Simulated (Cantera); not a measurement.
An isothermal, constant-pressure homogeneous reactor starts with 89.8 % NH3, 9.88 % N2, 0.341 % H2, at 1773 K and 750 Torr.

Computed with Cantera and the gas-phase N/H chemistry of the illustrative SiF4/NH3 mechanism in the Surface Chemkin manual (1991). Walls and surfaces, which speed up NH3 decomposition in real reactors, are not modelled.

One state of this run: x NH3 = 0.00169; x H = 0.000240; x NH2 = 1.51e-6; x N = 2.04e-9; x H2 = 0.710; x N2H4 = 8.56e-12; x N2H2 = 4.07e-11. x: mole fraction; the columns are a selection and need not sum to one.

### Question
Which value of t (s) does it belong to?
(A) 40.0
(B) 6.28
(C) 15.9
(D) 0.000600

### Answer
A, 40.0
